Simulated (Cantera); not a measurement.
# SiH4 + Cl2 + H2 (silicon epitaxy and polysilicon growth)

Charge: 1 mol SiH4, 0.23 mol Cl2, 18 mol H2, held at 180 Torr.

Equilibrium computed with Cantera from the NASA thermochemical tables; the gas is ideal and each condensed phase is pure. Candidate condensed phases: Si; 19 gas species. The tables' values for SiCl3 are old estimates; treat these amounts as uncertain. Equilibrium is a limit: real reactors are often held back by kinetics, nucleation or transport.

From 650 °C to 1350 °C the condensed part is Si(s). The main Si-bearing gas is SiHCl3 at 650 °C and SiCl2 at 1350 °C. The share of Si in condensed phases is highest at 1150 °C (97.3 %) and lowest at 650 °C (88.5 %).

```
T (°C)  log p H2  log p HCl  log p SiHCl3  log p SiCl4  log p SiCl2  log p SiH2Cl2  log p SiCl3  log p H  n Si(s)
------  --------  ---------  ------------  -----------  -----------  -------------  -----------  -------  -------
650        -0.62      -3.09         -3.18        -3.20        -5.39          -4.18        -5.10    -9.92    0.885
750        -0.63      -2.73         -3.30        -3.33        -4.58          -4.22        -4.62    -8.70    0.909
850        -0.63      -2.49         -3.54        -3.63        -4.02          -4.36        -4.37    -7.68    0.941
950        -0.63      -2.36         -3.98        -4.20        -3.71          -4.63        -4.41    -6.84    0.964
1050       -0.63      -2.33         -4.55        -4.95        -3.59          -4.99        -4.64    -6.11    0.972
1150       -0.63      -2.32         -5.12        -5.70        -3.53          -5.35        -4.91    -5.49    0.973
1250       -0.63      -2.32         -5.63        -6.37        -3.50          -5.68        -5.17    -4.95    0.972
1350       -0.63      -2.32         -6.08        -6.96        -3.47          -5.97        -5.40    -4.48    0.971
```
log p: log10 of the partial pressure in bar; n: condensed amount in mol.
